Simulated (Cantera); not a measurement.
What does this Cantera script print?

```python
import numpy as np
import cantera as ct

gas = ct.Solution("gri30.yaml", transport_model="multicomponent")
show = ['O', 'H', 'H2']

rows = []
print(f"{'T/K':>7s}{'rho':>11s}{'cp':>10s}{'mu':>11s}{'lambda':>11s}{'Pr':>7s}" + "".join(f"{'D_' + s:>11s}" for s in show))
for T in [400, 600, 800, 1000, 1200, 1400, 1600, 1800]:
    gas.TPX = T, 350, {'CO': 0.29, 'CH3OH': 0.72}
    Pr = gas.cp_mass * gas.viscosity / gas.thermal_conductivity
    D = [gas.mix_diff_coeffs_mole[gas.species_index(s)] for s in show]
    rows.append([gas.density, gas.cp_mass, gas.viscosity, gas.thermal_conductivity, Pr, *D])
    print(f"{T:7g}{gas.density:11.4e}{gas.cp_mass:10.1f}{gas.viscosity:11.4e}"
          f"{gas.thermal_conductivity:11.4e}{Pr:7.3f}" + "".join(f"{d:11.4e}" for d in D))
print("SI units: kg/m3, J/kg/K, Pa s, W/m/K, m2/s")
```

Result:

```
    T/K        rho        cp         mu     lambda     Pr        D_O        D_H       D_H2
    400 3.2502e-03    1459.5 1.4974e-05 2.9374e-02  0.744 1.2904e-02 4.8381e-02 3.2060e-02
    600 2.1668e-03    1837.0 2.1807e-05 5.3347e-02  0.751 2.6508e-02 1.0151e-01 6.4530e-02
    800 1.6251e-03    2138.6 2.7986e-05 7.9316e-02  0.755 4.3585e-02 1.6882e-01 1.0505e-01
   1000 1.3001e-03    2377.8 3.3585e-05 1.0555e-01  0.757 6.3744e-02 2.4857e-01 1.5280e-01
   1200 1.0834e-03    2559.3 3.8711e-05 1.3079e-01  0.757 8.6726e-02 3.3962e-01 2.0721e-01
   1400 9.2863e-04    2701.8 4.3455e-05 1.5494e-01  0.758 1.1234e-01 4.4116e-01 2.6786e-01
   1600 8.1255e-04    2812.8 4.7890e-05 1.7778e-01  0.758 1.4045e-01 5.5259e-01 3.3442e-01
   1800 7.2227e-04    2898.9 5.2073e-05 1.9931e-01  0.757 1.7094e-01 6.7344e-01 4.0664e-01
SI units: kg/m3, J/kg/K, Pa s, W/m/K, m2/s
```

Computed with Cantera and GRI-Mech 3.0 (53 species, 325 reactions). Polar gases are described roughly by these parameters. The composition is frozen, though it would react at the higher temperatures.
